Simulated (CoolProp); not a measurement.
Vapour-liquid equilibrium of R134a (1) + R1234ze(E) (2) at 0.155 MPa; x and y are mole fractions of (1).

Model: multi-fluid Helmholtz-energy mixture model, Tillner-Roth 1994 and Thol 2016; pair parameters Bell 2022, in CoolProp.

Question: Give the bubble temperature and the first vapour's composition at x = 0.125, 0.35, 0.575. Is there an azeotrope?

Answer: x = 0.125: 262.6 K, y = 0.181; x = 0.35: 260.2 K, y = 0.430; x = 0.575: 258.7 K, y = 0.635. No azeotrope shows between x = 0.05 and 0.95.

The pair parameters rest on a limited set of measurements; away from them the model extrapolates.
